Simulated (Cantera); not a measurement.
## Equilibrium for tantalum, niobium, vanadium and zirconium in process gases: Zr + H₂O + N₂

Charge: 1 mol Zr, 19 mol H₂O, 21 mol N₂.

Equilibrium computed with Cantera from the NASA thermochemical tables; the gas is ideal and each condensed phase is pure. Candidate condensed phases: H₂O, Zr, ZrN, ZrO₂; 28 gas species. The numbers say what is thermodynamically allowed, not how fast it happens.

Task: Map the stable condensed phases over T = 1202, 1302, 1402, 1502, 1602, 1702, 1802, 1902, 2002, 2102, 2202, 2302, 2402 °C and P in Pa = 0.10, 0.50, 2.5, 13, 63, 320, 1600, 7900, 40000, 200000, 1000000.

Result: 
```
T in °C \ P in Pa
            0.10    0.50     2.5      13      63     320    1600    7900   40000  200000 1000000
   2402        A       A       A       A       B       B       B       B       B       B       B
   2302        A       A       A       B       B       B       B       B       B       B       B
   2202        A       A       B       B       B       B       B       B       B       B       B
   2102        A       B       B       B       B       B       B       B       B       B       B
   2002        B       B       B       B       B       B       B       B       B       B       B
   1902        B       B       B       B       B       B       B       B       B       B       B
   1802        B       B       B       B       B       B       B       B       B       B       B
   1702        B       B       B       B       B       B       B       B       B       B       B
   1602        B       B       B       B       B       B       B       B       B       B       B
   1502        B       B       B       B       B       B       B       B       B       B       B
   1402        B       B       B       B       B       B       B       B       B       B       B
   1302        B       B       B       B       B       B       B       B       B       B       B
   1202        B       B       B       B       B       B       B       B       B       B       B
```
A: gas only; B: ZrO₂.
